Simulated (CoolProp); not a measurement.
Saturated liquid density (kg/m³) of hydrogen sulfide: the reference equation beside estimates from Tc = 373.1 K, pc = 8.999 MPa, ω = 0.101.

Model: reference Helmholtz-energy equation of state, Lemmon 2006, in CoolProp. It is a short technical equation, of lower accuracy than the large ones.

```
T (K)  reference  van der Waals  Soave-Redlich-Kwong
-----  ---------  -------------  -------------------
212.6      949.6          621.7                920.3
216.1      943.5          617.9                914.3
219.6      937.3          614.1                908.2
223.1      931.0              …                902.0
226.5      924.8          606.5                895.9
230        918.4          602.5                889.5
233.5      912.0              …                882.9
236.9      905.7          594.5                876.4
240.4      899.1          590.3                869.5
243.9      892.4              …                862.6
247.4      885.7          581.9                855.4
250.8      879.0          577.6                848.4
254.3      872.1          573.2                841.0
257.8      865.1          568.7                833.4
```

Task: What belongs in the gaps?

Result: 
- 223.1, van der Waals: 610.3
- 233.5, van der Waals: 598.5
- 243.9, van der Waals: 586.1

Absolute difference from the reference over all 14 rows, mean and median: van der Waals 34.4 and 34.4 %, Soave-Redlich-Kwong 3.3 and 3.2 %.
